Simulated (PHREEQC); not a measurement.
A PHREEQC speciation (ion-association model, wateq4f.dat) at 25 °C gives pH 2.44 and these molalities:

```tsv
species	mol/kgw
Na+	0.490
SO4-2	0.193
NaSO4-	0.0897
HSO4-	0.0192
H+	0.00484
NiSO4	2.89e-5
Ni+2	1.59e-5
Ni(SO4)2-2	2.02e-7
```

Task: What are the element totals, and what could have been dissolved in 1 kg of water to give them?

Result: This is not unique; one that fits is totals Na 0.580, Ni 4.50e-5, S(6) 0.302 mol/kgw, from 0.012 mol/kgw H2SO4, 4.5e-05 mol/kgw NiSO4 and 0.29 mol/kgw Na2SO4.

Precipitation was switched off in this run.
